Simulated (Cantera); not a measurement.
Standard-state values (1 bar) from the NASA 1993 polynomials, evaluated with Cantera. Values are per mole of reaction as written; species without (g) are pure solids or liquids, kept so even where they would boil at 1 bar.

Problem. Between 350 and 550 K, where is each reaction favourable under standard conditions?
- 2 Al + AlCl₃ ⇌ 3 AlCl(g)

Solution. 
- 2 Al + AlCl₃ ⇌ 3 AlCl(g): ΔG° is 370 kJ at 350 K and 276 kJ at 550 K; it stays positive (K < 1). ΔH° is 503 kJ and ΔS° 412 J/K at 550 K.
